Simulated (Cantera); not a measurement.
## Si + O2 + N2 (thermal oxidation and active oxidation of silicon)

A closed system holds: 1 mol Si, 0.021 mol O2, 440 mol N2, at 0.00510 bar.

Equilibrium computed with Cantera from the NASA thermochemical tables; the gas is ideal and each condensed phase is pure. Candidate condensed phases: Si, SiO2, Si2N2O, Si3N4; 16 gas species. N2 is the only nitrogen source here; it is nearly inert below about 1500 K, so the nitride shown seldom forms there in practice. Mutual solubility and eutectic melting of coexisting phases are not modelled. The tables' values for SiN are old estimates; treat these amounts as uncertain. Equilibrium is a limit: real reactors are often held back by kinetics, nucleation or transport.

```json
[
 {"T (K)": "1225", "log p N2": "-2.29", "log p Si": "<-14", "log p SiO": "-11.28", "log p Si2N": "<-14", "log p SiN": "<-14", "log p Si2": "<-14", "n Si2N2O(s)": "0.0420", "n Si3N4(s)": "0.305", "n Si(l)": "0"},
 {"T (K)": "1300", "log p N2": "-2.29", "log p Si": "-13.04", "log p SiO": "-9.84", "log p Si2N": "<-14", "log p SiN": "-13.65", "log p Si2": "<-14", "n Si2N2O(s)": "0.0420", "n Si3N4(s)": "0.305", "n Si(l)": "0"},
 {"T (K)": "1375", "log p N2": "-2.29", "log p Si": "-11.52", "log p SiO": "-8.57", "log p Si2N": "<-14", "log p SiN": "-12.30", "log p Si2": "<-14", "n Si2N2O(s)": "0.0418", "n Si3N4(s)": "0.305", "n Si(l)": "0"},
 {"T (K)": "1450", "log p N2": "-2.29", "log p Si": "-10.16", "log p SiO": "-7.43", "log p Si2N": "-12.60", "log p SiN": "-11.10", "log p Si2": "<-14", "n Si2N2O(s)": "0.0388", "n Si3N4(s)": "0.306", "n Si(l)": "0"},
 {"T (K)": "1525", "log p N2": "-2.29", "log p Si": "-8.94", "log p SiO": "-6.41", "log p Si2N": "-11.05", "log p SiN": "-10.02", "log p Si2": "-12.97", "n Si2N2O(s)": "0.00852", "n Si3N4(s)": "0.316", "n Si(l)": "0"},
 {"T (K)": "1600", "log p N2": "-2.29", "log p Si": "-7.83", "log p SiO": "-6.31", "log p Si2N": "-9.64", "log p SiN": "-9.04", "log p Si2": "-11.26", "n Si2N2O(s)": "0", "n Si3N4(s)": "0.319", "n Si(l)": "0"},
 {"T (K)": "1675", "log p N2": "-2.29", "log p Si": "-6.83", "log p SiO": "-6.31", "log p Si2N": "-8.36", "log p SiN": "-8.15", "log p Si2": "-9.70", "n Si2N2O(s)": "0", "n Si3N4(s)": "0.315", "n Si(l)": "0"},
 {"T (K)": "1750", "log p N2": "-2.29", "log p Si": "-5.91", "log p SiO": "-6.31", "log p Si2N": "-7.20", "log p SiN": "-7.34", "log p Si2": "-8.28", "n Si2N2O(s)": "0", "n Si3N4(s)": "0.279", "n Si(l)": "0"},
 {"T (K)": "1825", "log p N2": "-2.29", "log p Si": "-5.34", "log p SiO": "-6.31", "log p Si2N": "-6.68", "log p SiN": "-6.87", "log p Si2": "-7.53", "n Si2N2O(s)": "0", "n Si3N4(s)": "0", "n Si(l)": "0.511"},
 {"T (K)": "1900", "log p N2": "-2.29", "log p Si": "-5.00", "log p SiO": "-6.31", "log p Si2N": "-6.55", "log p SiN": "-6.62", "log p Si2": "-7.19", "n Si2N2O(s)": "0", "n Si3N4(s)": "0", "n Si(l)": "0"},
 {"T (K)": "1975", "log p N2": "-2.29", "log p Si": "-4.97", "log p SiO": "-6.31", "log p Si2N": "-7.03", "log p SiN": "-6.68", "log p Si2": "-7.47", "n Si2N2O(s)": "0", "n Si3N4(s)": "0", "n Si(l)": "0"},
 {"T (K)": "2050", "log p N2": "-2.29", "log p Si": "-4.97", "log p SiO": "-6.31", "log p Si2N": "-7.50", "log p SiN": "-6.75", "log p Si2": "-7.75", "n Si2N2O(s)": "0", "n Si3N4(s)": "0", "n Si(l)": "0"}
]
```
log p: log10 of the partial pressure in bar; n: condensed amount in mol.

From 1225 K to 1525 K the condensed part is Si2N2O(s) + Si3N4(s). From 1600 K to 1750 K the condensed part is Si3N4(s). At 1825 K the condensed part is Si(l). From 1900 K to 2050 K nothing is condensed.
